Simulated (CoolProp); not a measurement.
CF4 (R14) along the isobar 26 bar: fugacity coefficient from the reference equation and from simpler models built on Tc = 227.4 K, pc = 37.62 bar, ω = 0.178; each cubic takes its own stable root.

Values from CoolProp's reference Helmholtz-energy equation of state, Platzer 1990. This equation is an older, rougher fit; its heat capacities, sound speeds and derivatives of the liquid may be far off and weren't checked against measurements.

```tsv
T (K)	phase	reference	van der Waals	Redlich-Kwong	Soave-Redlich-Kwong	Peng-Robinson
158.5	liquid	0.09518	0.2774	0.1249	0.09599	0.09434
165.4	liquid	0.1357	0.3325	0.1723	0.1372	0.1343
172.4	liquid	0.1871	0.3929	0.2301	0.1898	0.1851
179.3	liquid	0.2487	0.4562	0.2966	0.2526	0.2458
186.3	liquid	0.3221	0.5237	0.3729	0.3276	0.3182
193.2	liquid	0.4049	0.5926	0.4558	0.4119	0.3998
200.1	liquid	0.4971	0.6627	0.5446	0.5053	0.4901
207.1	liquid	0.5987	0.7337	0.6386	0.6069	0.5888
214	liquid	0.7041	0.7607	0.7249	0.7103	0.6894
221	gas	0.7492	0.7800	0.7512	0.7488	0.7296
227.9	gas	0.7738	0.7967	0.7734	0.7736	0.7543
234.9	gas	0.7952	0.8118	0.7932	0.7956	0.7763
```

At some of these states van der Waals, Redlich-Kwong gives the other phase, because its saturation line lies elsewhere.
